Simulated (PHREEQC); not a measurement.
City or well water

Synthetic water in mg/L, 35 °C, pH 7.21, pe 10.3:

| constituent | mg/L |
|---|---|
| Na | 4.94 |
| K | 13.7 |
| Ca | 11.4 |
| Mg | 0.641 |
| Cl | 4.89 |
| S(6) as SO4 | 23.8 |
| Alkalinity as HCO3 | 32.7 |
| Cd | 3.12 |
| Pb | 0.38 |
| N(5) as NO3 | 0.0253 |

Valence states are taken as typed.

The numbers come from PHREEQC with the ion-association model, phreeqc.dat.

| Property | Value |
|---|---|
| ionic strength | 0.00174 mol/kgw |
| specific conductance | 172 µS/cm |
| charge-balance error | 3.2 % |

```csv
species,molality,activity,log γ
HCO3-,0.000529,0.000505,-0.020
K+,0.000350,0.000334,-0.021
Ca+2,0.000274,0.000228,-0.081
SO4-2,0.000236,0.000196,-0.081
Na+,0.000215,0.000205,-0.020
Cl-,0.000138,0.000131,-0.021
CO2,6.35e-5,6.36e-5,0.000
Cd+2,2.58e-5,2.13e-5,-0.082
Mg+2,2.50e-5,2.08e-5,-0.080
CaSO4,8.51e-6,8.51e-6,0.000
```

This is a speciation only: nothing precipitates in the calculation. Saturation is exceeded, for instance for Otavite; the values hold only as long as no solid forms. Species that the database lacks are ignored.
